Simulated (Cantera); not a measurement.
Input: 1 mol BN, 91 mol H₂, 1.8 mol N₂, at 1252 °C and 0.100 bar.

These are equilibrium values from Cantera (NASA tables, ideal gas, pure condensed phases), not measurements of a reactor. Candidate condensed phases: B, BN; 15 gas species. Rates play no part.

Base state: H₂ 0.981, N₂ 0.0194, H 7.41e-5 (mole fractions); condensed: BN(s).

What changes in the equilibrium state with this change: temperature from 1252 °C to 1650 °C?


```
species      before    after
----------  -------  -------
H₂            0.981    0.978
N₂           0.0194   0.0194
H           7.41e-5  0.00295
BH₂         2.91e-8  3.92e-5
BN(s), mol    1.000    0.996
```
The tables' values for BH₂ are old estimates; treat these amounts as uncertain.
